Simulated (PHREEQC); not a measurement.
Make-up at 20 °C: 0.0011 mol Cu(BF4)2, 0.00029 mol HCl and 0.21 mol NaCl per kg of water. Closed to the air; pH follows from the charge balance.

Equilibrium calculation in PHREEQC: ion-association model, phreeqc.dat.

Problem. The ionic strength comes out as 0.214 mol/kgw. What activity coefficients do Na+, Cu+2, CuCl+, BF2(OH)2-, BF3OH- get?

Solution. Na+ 0.75, Cu+2 0.32, CuCl+ 0.71, BF2(OH)2- 0.74, BF3OH- 0.74.

This is a speciation only: nothing precipitates in the calculation. Complexes and solids missing from the database can't appear. Real BF4- forms and hydrolyses slowly; the run takes it at equilibrium.
